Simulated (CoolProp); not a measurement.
Chloromethane (R40) along the isotherm 500 K: density (kg/m³) from the reference equation and from simpler models built on Tc = 418.6 K, pc = 6.929 MPa, ω = 0.150; each cubic takes its own stable root.

The numbers come from the reference Helmholtz-energy equation of state, Thol 2014 in CoolProp.

```csv
p (MPa),phase,reference
0.289,gas,3.540
0.577,gas,7.128
0.866,gas,10.79
1.15,gas,14.46
1.44,gas,18.26
1.73,gas,22.14
2.02,gas,26.10
2.31,gas,30.13
2.6,gas,34.24
2.89,gas,38.43
3.18,gas,42.70
3.46,gas,46.92
```

Problem. How far does each simpler model (van der Waals, Redlich-Kwong, Soave-Redlich-Kwong, Peng-Robinson) lie from the reference over these 12 states: mean and median of the absolute difference, and the worst?

Solution. 
- van der Waals: mean 0.2 %, median 0.2 %, worst -0.2 % at 500 K and 2.6 MPa
- Redlich-Kwong: mean 0.0 %, median 0.0 %, worst +0.0 % at 500 K and 3.46 MPa
- Soave-Redlich-Kwong: mean 0.4 %, median 0.4 %, worst -0.8 % at 500 K and 3.46 MPa
- Peng-Robinson: mean 0.5 %, median 0.5 %, worst +0.8 % at 500 K and 3.46 MPa
